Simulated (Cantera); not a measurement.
An isothermal, constant-pressure homogeneous reactor starts with 32.2 % NH3, 67.6 % H2, 0.171 % N2, at 1573 K and 750 Torr.

Detailed kinetics in Cantera: the gas-phase N/H chemistry of the illustrative SiF4/NH3 mechanism in the Surface Chemkin manual (1991). Walls and surfaces, which speed up NH3 decomposition in real reactors, are not modelled.

Task: Predict: x(NH3) at 10.0 s; x(H2) at 10.0 s; x(N2H4) at 10.0 s; x(NH2) at 10.0 s; x(N2H2) at 10.0 s.

Result: 
```
Item                                                 Value
-----------------  ---------------------------------------
x(NH3) at 10.0 s     0.237 (gas-phase equilibrium 1.43e-5)
x(H2) at 10.0 s        0.729 (gas-phase equilibrium 0.877)
x(N2H4) at 10.0 s   1.92e-8 (gas-phase equilibrium <1e-12)
x(NH2) at 10.0 s   2.19e-5 (gas-phase equilibrium 1.46e-9)
x(N2H2) at 10.0 s   2.95e-8 (gas-phase equilibrium <1e-12)
```
